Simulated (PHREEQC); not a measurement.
Dissolve 0.0082 mol/kgw H3PO4, 0.02 mol/kgw K2HPO4 and 0.0043 mol/kgw NiSO4 at 25 °C. Closed to the air; pH follows from the charge balance.

All values are PHREEQC results (ion-association model, wateq4f.dat), not measurements.

**Question.** The ionic strength comes out as 0.0657 mol/kgw. What activity coefficients do H2PO4-, K+, KSO4-, HPO4-2, Ni+2 get?

**Answer.** H2PO4- 0.81, K+ 0.79, KSO4- 0.81, HPO4-2 0.43, Ni+2 0.42.

No solid was allowed to form. The solution is supersaturated, for example in Ni3(PO4)2, so a real one may precipitate; this is no full list. Species that the database lacks are ignored. H3PO4, which wateq4f.dat lacks, is added to it with the constant of phreeqc.dat. The database has no phosphate complexes of Ni.
